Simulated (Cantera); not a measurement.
Cantera run, input and output.

```python
import numpy as np
import cantera as ct

gas = ct.Solution("gri30.yaml")
gas.TPX = 1423, 1200000, {'CH4': 1, 'O2': 3.39, 'N2': 12.7, 'H2O': 1.8}
reactor = ct.IdealGasReactor(gas, energy="on", clone=False)
net = ct.ReactorNet([reactor])
net.rtol, net.atol = 1e-08, 1e-16
show = ['CH4', 'O2', 'H2O', 'CO2', 'C2H2']
times = np.geomspace(5e-06, 0.5, 14)

steps = ct.SolutionArray(gas, extra=["t"])
rows = []
print(f"{'t/s':>10s}{'T/K':>9s}{'P/Pa':>11s}" + "".join(f"{s:>11s}" for s in show))
for t in times:
    while net.time < t:
        t_next = net.step()
        steps.append(gas.state, t=t_next)
    rows.append([np.interp(t, steps.t, y) for y in (steps.T, steps.P, *steps(*show).X.T)])
    print(f"{t:10.3e}{rows[-1][0]:9.1f}{rows[-1][1]:11.4g}" + "".join(f"{x:11.3e}" for x in rows[-1][2:]))
rate = np.gradient(steps.T, steps.t)
print("integrator steps:", len(steps.t))
if steps.T.max() > steps.T[0] + 200:
    print(f"time of steepest temperature rise: {steps.t[rate.argmax()]:.4e} s")
gas.TPX = 1423, 1200000, {'CH4': 1, 'O2': 3.39, 'N2': 12.7, 'H2O': 1.8}
gas.equilibrate("UV")
print(f"equilibrium (UV): T = {gas.T:.1f} K  " + "  ".join(f"{s} {gas[s].X[0]:.3e}" for s in show))
```

It prints:

```
       t/s      T/K       P/Pa        CH4         O2        H2O        CO2       C2H2
 5.000e-06   1423.0    1.2e+06  5.294e-02  1.795e-01  9.529e-02  1.518e-11  6.965e-16
 1.212e-05   1423.0    1.2e+06  5.293e-02  1.795e-01  9.529e-02  3.337e-10  4.562e-14
 2.939e-05   1423.0    1.2e+06  5.290e-02  1.794e-01  9.531e-02  1.007e-08  5.033e-12
 7.126e-05   1424.0  1.201e+06  5.271e-02  1.793e-01  9.545e-02  2.241e-07  6.183e-10
 1.728e-04   1432.4  1.208e+06  5.136e-02  1.784e-01  9.653e-02  3.488e-06  5.414e-08
 4.188e-04   2636.4  2.237e+06  5.892e-17  7.113e-02  1.927e-01  4.972e-02  3.004e-21
 1.015e-03   2623.5  2.225e+06  5.365e-17  6.805e-02  1.931e-01  4.984e-02  2.476e-21
 2.462e-03   2613.4  2.216e+06  4.970e-17  6.566e-02  1.934e-01  4.992e-02  2.114e-21
 5.969e-03   2611.4  2.214e+06  4.896e-17  6.519e-02  1.934e-01  4.994e-02  2.049e-21
 1.447e-02   2611.4  2.214e+06  4.895e-17  6.519e-02  1.934e-01  4.994e-02  2.048e-21
 3.509e-02   2611.4  2.214e+06  4.895e-17  6.519e-02  1.934e-01  4.994e-02  2.048e-21
 8.506e-02   2611.4  2.214e+06  4.895e-17  6.519e-02  1.934e-01  4.994e-02  2.048e-21
 2.062e-01   2611.4  2.214e+06  4.895e-17  6.519e-02  1.934e-01  4.994e-02  2.048e-21
 5.000e-01   2611.4  2.214e+06  4.895e-17  6.519e-02  1.934e-01  4.994e-02  2.048e-21
integrator steps: 1938
time of steepest temperature rise: 2.9316e-04 s
equilibrium (UV): T = 2611.4 K  CH4 6.732e-17  O2 6.519e-02  H2O 1.934e-01  CO2 4.994e-02  C2H2 2.340e-21
```

Model: GRI-Mech 3.0 (53 species, 325 reactions), integrated in Cantera. The pressure lies above the range GRI-Mech 3.0 was tuned for (to about 10 atm).
